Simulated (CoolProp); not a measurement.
Vapour-liquid equilibrium of dimethyl ether (1) + n-perfluorobutane (2) at 944 kPa; x and y are mole fractions of (1).

Values from CoolProp's multi-fluid Helmholtz-energy mixture model, Wu 2011 and Gao 2022; pair parameters Bell 2016.

```
x      bubble temperature, mixture model (K)  bubble temperature, Raoult's law (K)  y, mixture model  y, Raoult's law
-----  -------------------------------------  ------------------------------------  ----------------  ---------------
0.05                                   337.5                                 342.3             0.155            0.094
0.125                                  328.1                                 339.5             0.349            0.221
0.2                                        …                                 336.8             0.486            0.333
0.275                                  315.8                                 334.2             0.574            0.432
0.35                                       …                                 331.8                 …            0.521
0.425                                      …                                 329.6             0.664            0.600
0.5                                    309.7                                 327.4             0.687            0.671
0.575                                  309.1                                 325.4             0.703            0.735
0.65                                   308.8                                 323.4                 …            0.793
0.725                                  308.7                                 321.6             0.732            0.845
0.8                                    308.8                                 319.8                 …            0.893
0.875                                  309.6                                 318.1             0.797            0.936
0.95                                   311.9                                 316.5             0.886            0.975
```

Q: What belongs in the gaps?

A: 
- 0.2, bubble temperature, mixture model (K): 320.9
- 0.35, bubble temperature, mixture model (K): 312.7
- 0.35, y, mixture model: 0.629
- 0.425, bubble temperature, mixture model (K): 310.8
- 0.65, y, mixture model: 0.717
- 0.8, y, mixture model: 0.754

The largest gap from Raoult's law is -19.1 K in bubble temperature, at x = 0.35. y crosses x between x = 0.725 and 0.8: the model has an azeotrope there.

The pair parameters rest on a limited set of measurements; away from them the model extrapolates. With so large a gap from Raoult's law the liquid may split in two, which this calculation doesn't test in full.
